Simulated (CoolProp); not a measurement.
Model: reference Helmholtz-energy equation of state, Lemmon 2006, in CoolProp. It is a short technical equation, of lower accuracy than the large ones.

**Question.** For carbon monoxide, give the phase and the cp (kJ/(kg K)), speed of sound (m/s) at 447.5 K and 46.4 kPa; 350.4 K and 6650 kPa; 367.9 K and 653 kPa.

**Answer.** 
- 447.5 K and 46.4 kPa: gas; cp 1.05, speed of sound 430
- 350.4 K and 6650 kPa: supercritical; cp 1.12, speed of sound 398
- 367.9 K and 653 kPa: gas; cp 1.05, speed of sound 392
